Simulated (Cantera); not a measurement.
# Adiabatic ignition

An adiabatic, constant-volume homogeneous reactor starts with 34.2 % CO, 2.05 % H2, 10.1 % O2, 38.0 % N2, 15.7 % CO2, equivalence ratio 1.8, at 1550 K and 10.0 bar.

Cantera simulation using GRI-Mech 3.0 (53 species, 325 reactions); the numbers are that mechanism's predictions, not measurements. The hydrogen kinetics of GRI-Mech 3.0 are dated; newer H2 mechanisms differ, most at raised pressure.

```csv
t (s),T (K),P (bar),x CO,x H2,x O2,x H2O2,x H2O
2.00e-6,1551,10.0,0.342,0.0203,0.100,2.11e-7,9.90e-5
1.05e-5,2567,15.5,0.237,0.00179,0.0286,2.21e-7,0.0152
5.50e-5,2922,17.2,0.202,0.00147,0.0108,1.21e-7,0.0181
0.000288,2911,17.2,0.203,0.00150,0.00947,1.11e-7,0.0183
0.00151,2907,17.2,0.203,0.00151,0.00918,1.09e-7,0.0183
0.00793,2907,17.2,0.203,0.00151,0.00918,1.09e-7,0.0183
0.0416,2907,17.2,0.203,0.00151,0.00918,1.09e-7,0.0183
0.218,2907,17.2,0.203,0.00151,0.00918,1.09e-7,0.0183
1.14,2907,17.2,0.203,0.00151,0.00918,1.09e-7,0.0183
6.00,2907,17.2,0.203,0.00151,0.00918,1.09e-7,0.0183
```
x: mole fraction; the columns are a selection and need not sum to one.

| Item | Result |
|---|---|
| time of steepest temperature rise | 4.15 µs |
| temperature at 6.00 s | 2907 K |
| equilibrium temperature | 2907 K |
| x(CO) at 6.00 s | 0.203 (gas-phase equilibrium 0.203) |
| x(H2) at 6.00 s | 0.00151 (gas-phase equilibrium 0.00151) |
| x(O2) at 6.00 s | 0.00918 (gas-phase equilibrium 0.00918) |
